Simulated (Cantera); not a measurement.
A perfectly stirred reactor is fed with 2.04 % CH4, 5.11 % O2, 92.9 % N2, at 1350 Torr; it is held at 1273 K, and followed from long to short residence time.

Cantera simulation using GRI-Mech 3.0 (53 species, 325 reactions); the numbers are that mechanism's predictions, not measurements. The temperature is held fixed by assumption; the heat of reaction is taken as removed at once.

x: mole fraction; the columns are a selection and need not sum to one.

```csv
τ (s),x CH4,x O2,x H,x N2O,x C2H2
0.31,3.36e-5,0.0104,3.04e-6,6.91e-7,(withheld)
0.14,5.88e-5,0.0106,6.32e-6,5.92e-7,(withheld)
0.064,0.000104,0.0110,1.25e-5,4.83e-7,(withheld)
0.029,0.000195,0.0116,2.33e-5,3.72e-7,(withheld)
0.013,0.0200,0.0508,2.11e-8,1.20e-9,(withheld)
0.0061,0.0204,0.0510,4.60e-9,1.91e-10,(withheld)
0.0028,0.0204,0.0511,2.02e-9,4.88e-11,6.38e-11
0.0013,0.0204,0.0511,8.95e-10,1.53e-11,2.48e-12
0.00058,0.0204,0.0511,3.17e-10,4.47e-12,<1e-12
```

Q: Complete the blanks.

A: 
- 0.31, x C2H2: 4.05e-8
- 0.14, x C2H2: 5.41e-8
- 0.064, x C2H2: 7.32e-8
- 0.029, x C2H2: 1.14e-7
- 0.013, x C2H2: 8.29e-8
- 0.0061, x C2H2: 1.32e-9
